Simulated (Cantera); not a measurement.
Equilibrium for tantalum, niobium, vanadium and zirconium in process gases: Ta(OEt)₅ + CH₄

Feed: 1 mol Ta(OEt)₅, 3.1 mol CH₄, held at 1.00 bar.

Method: chemical equilibrium by Gibbs-energy minimisation in Cantera with the NASA 1993 tables (ideal gas, pure condensed phases). Candidate condensed phases: C, C₆H₆, C₇H₈, C₈H₁₈, H₂O, Ta, TaC, Ta₂O₅; 113 gas species. The feed counts by its element totals alone. Mutual solubility and eutectic melting of coexisting phases are not modelled. TaC: taken at fixed stoichiometry. Condensed phases not in the tables: Ta₂C. Rates play no part.

From 950 K to 1100 K the condensed part is C(graphite) + Ta₂O₅(s). At 1250 K the condensed part is C(graphite) + TaC(s) + Ta₂O₅(s). From 1400 K to 2750 K the condensed part is C(graphite) + TaC(s).

```
T (K)   x H₂    x CO     x CH₄       x H     x H₂O  x C₂H₂ (acetylene)     x CO₂    x C₄H₂  n C(graphite)  n Ta₂O₅(s)  n TaC(s)
-----  -----  ------  --------  --------  --------  ------------------  --------  --------  -------------  ----------  --------
950    0.772  0.0699    0.0998  4.89e-10    0.0504            2.12e-10   0.00817    <1e-12           9.84       0.500         0
1100   0.853   0.111    0.0261   2.39e-8   0.00850             1.14e-8   0.00110    <1e-12           10.3       0.500         0
1250   0.868   0.122   0.00829   4.50e-7   0.00159             2.19e-7  0.000142    <1e-12           10.3       0.479    0.0421
1400   0.786   0.211   0.00267   4.31e-6  0.000617             1.98e-6   7.63e-5  1.88e-12           7.05           0      1.00
1550   0.787   0.211   0.00126   2.79e-5  0.000201             1.26e-5   1.93e-5  7.80e-11           7.07           0      1.00
1700   0.788   0.211  0.000680  0.000131   8.02e-5             5.78e-5   6.29e-6   1.66e-9           7.08           0      1.00
1850   0.788   0.211  0.000406  0.000478   3.72e-5            0.000206   2.48e-6   2.14e-8           7.08           0      1.00
2000   0.787   0.211  0.000263   0.00144   1.94e-5            0.000604   1.14e-6   1.87e-7           7.07           0      1.00
2150   0.784   0.211  0.000180   0.00373   1.11e-5             0.00152   5.84e-7   1.19e-6           7.02           0      1.00
2300   0.778   0.210  0.000130   0.00854   6.83e-6             0.00336   3.29e-7   5.95e-6           6.94           0      1.00
2450   0.766   0.209   9.57e-5    0.0176   4.42e-6             0.00669   1.99e-7   2.40e-5           6.77           0      1.00
2600   0.747   0.207   7.17e-5    0.0332   2.97e-6              0.0121   1.28e-7   8.14e-5           6.50           0      1.00
2750   0.716   0.205   5.36e-5    0.0579   2.04e-6              0.0202   8.52e-8  0.000236           6.08           0      1.00
```
x: gas mole fraction; n: condensed amount in mol.
